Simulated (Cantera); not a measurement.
Input (Python, Cantera) and output of one run.

```python
import numpy as np
import cantera as ct

gas_names = """
    AL ALCL ALCL2 ALCL3 ALH ALN AL2 AL2CL6 CL CL2 H HCL H2 N NH NH2 NH3 N2 N2H2 N2H4
""".split()
cond_names = """
    AL(cr) AL(L) ALCL3(s) ALCL3(L) ALN(s) NH4CL(a) NH4CL(b)
""".split()


def load(file, names, dense=False):
    # The tables refer to 1 bar. Condensed volumes are neglected.
    table = {s.name: s for s in ct.Species.list_from_file(file)}
    out = []
    for n in names:
        d = dict(table[n].input_data)
        d["thermo"] = dict(d["thermo"], **{"reference-pressure": 1e5})
        if dense:
            d["equation-of-state"] = {"model": "constant-volume", "density": "1e6 g/cm^3"}
        out.append(ct.Species.from_dict(d))
    return out


gas = ct.Solution(thermo="ideal-gas", species=load("nasa_gas.yaml", gas_names))
cond = {s.name: ct.Solution(thermo="fixed-stoichiometry", species=[s], name=s.name)
        for s in load("nasa_condensed.yaml", cond_names, dense=True)}
atoms = {
    'AlCl3': {'AL': 1, 'CL': 3},
    'NH3': {'N': 1, 'H': 3},
    'H2': {'H': 2},
}
top_T = {'ALN(s)': 2750}  # K; cautious upper limits of use, not melting points


def equilibrate(T, P, feed):
    n = {}
    for name, mol in feed.items():
        for a, k in atoms[name].items():
            n[a] = n.get(a, 0.0) + k * mol
    gas.TPX = T, P, n
    mass = sum(n.values()) * gas.mean_molecular_weight
    gas.equilibrate("TP")
    valid = [c for c in cond.values() if c.min_temp <= T <= top_T.get(c.name, c.max_temp)]
    mix = ct.Mixture([(gas, mass / gas.mean_molecular_weight)] + [(c, 0.0) for c in valid])
    mix.T, mix.P = T, P
    mix.equilibrate("TP", solver="vcs", rtol=1e-11, max_steps=5000)
    return mix


results = []
feed = {'AlCl3': 1, 'NH3': 400, 'H2': 63}  # mol
P = 70  # Pa
for T in [1198, 1248, 1298, 1348, 1398, 1448, 1498, 1548, 1598]:
    mix = equilibrate(T, P, feed)
    results.append((T, P, feed, dict(zip(mix.species_names, mix.species_moles))))

top = {s: max(r[3][s] / sum(r[3][g] for g in gas_names) for r in results) for s in gas_names}
cols = sorted((s for s in top if top[s] > 0.0001), key=lambda s: -top[s])[:9]
seen = [c for c in cond_names if any(r[3].get(c, 0) > 1e-12 for r in results)]
print("log10 of partial pressures in bar; condensed amounts in mol")
print(f"{'T/K':>10s}" + "".join(f"{s[:9]:>10s}" for s in cols + seen))
for T, P, feed, n in results:
    ng = sum(n[g] for g in gas_names)
    print(f"{T:10.4g}" + "".join(f"{np.log10(max(n[s] / ng * P / 1e5, 1e-99)):10.3f}" for s in cols)
          + "".join(f"{n.get(c, 0):10.4g}" for c in seen))
```

It prints:

```
log10 of partial pressures in bar; condensed amounts in mol
       T/K        H2        N2       HCL         H      ALCL    ALN(s)
      1198    -3.271    -3.791    -5.616    -8.356    -8.337    0.9922
      1248    -3.271    -3.791    -5.619    -7.966    -7.725    0.9739
      1298    -3.271    -3.791    -5.628    -7.605    -7.168    0.9119
      1348    -3.271    -3.791    -5.656    -7.271    -6.673    0.7314
      1398    -3.271    -3.791    -5.729    -6.961    -6.261    0.3139
      1448    -3.271    -3.791    -5.792    -6.671    -6.095         0
      1498    -3.271    -3.791    -5.792    -6.401    -6.095         0
      1548    -3.272    -3.791    -5.792    -6.147    -6.095         0
      1598    -3.272    -3.791    -5.791    -5.910    -6.096         0
```

Equilibrium computed with Cantera from the NASA thermochemical tables; the gas is ideal and each condensed phase is pure.
